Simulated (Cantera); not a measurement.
# V + H₂O + N₂ (tantalum, niobium, vanadium and zirconium in process gases)

Feed: 1 mol V, 17 mol H₂O, 1.8 mol N₂, held at 75.0 Torr.

Equilibrium computed with Cantera from the NASA thermochemical tables; the gas is ideal and each condensed phase is pure. Candidate condensed phases: H₂O, V, VN, VO, V₂O₃, V₂O₄, V₂O₅; 28 gas species. Condensed phases not in the tables: the oxides between V₂O₃ and V₂O₅ other than VO₂. The numbers say what is thermodynamically allowed, not how fast it happens.

| T (°C) | x H₂O | x H₂ | x H | x N₂ | x OH | x VO₂ | x O | x O₂ | n V₂O₃(s) |
|---|---|---|---|---|---|---|---|---|---|
| 750 | 0.824 | 0.0798 | 3.70e-9 | 0.0957 | 1.01e-10 | <1e-12 | <1e-12 | <1e-12 | 0.500 |
| 950 | 0.824 | 0.0798 | 2.69e-7 | 0.0957 | 2.50e-8 | 3.41e-11 | <1e-12 | <1e-12 | 0.500 |
| 1150 | 0.824 | 0.0798 | 5.93e-6 | 0.0957 | 1.33e-6 | 2.60e-8 | 8.89e-11 | 4.36e-10 | 0.500 |
| 1350 | 0.824 | 0.0798 | 6.17e-5 | 0.0957 | 2.67e-5 | 3.66e-6 | 1.70e-8 | 8.01e-8 | 0.500 |
| 1550 | 0.824 | 0.0798 | 0.000387 | 0.0957 | 0.000278 | 0.000166 | 1.04e-6 | 4.72e-6 | 0.498 |
| 1750 | 0.816 | 0.0814 | 0.00171 | 0.0952 | 0.00179 | 0.00334 | 2.74e-5 | 0.000118 | 0.468 |
| 1950 | 0.763 | 0.0966 | 0.00630 | 0.0915 | 0.00718 | 0.0338 | 0.000325 | 0.00108 | 0.168 |
| 2150 | 0.698 | 0.115 | 0.0190 | 0.0877 | 0.0218 | 0.0489 | 0.00241 | 0.00604 | 0 |
| 2350 | 0.595 | 0.144 | 0.0505 | 0.0821 | 0.0495 | 0.0462 | 0.0112 | 0.0189 | 0 |
| 2550 | 0.435 | 0.175 | 0.117 | 0.0729 | 0.0835 | 0.0413 | 0.0350 | 0.0348 | 0 |
x: gas mole fraction; n: condensed amount in mol.

From 750 °C to 1950 °C the condensed part is V₂O₃(s). From 2150 °C to 2550 °C nothing is condensed.
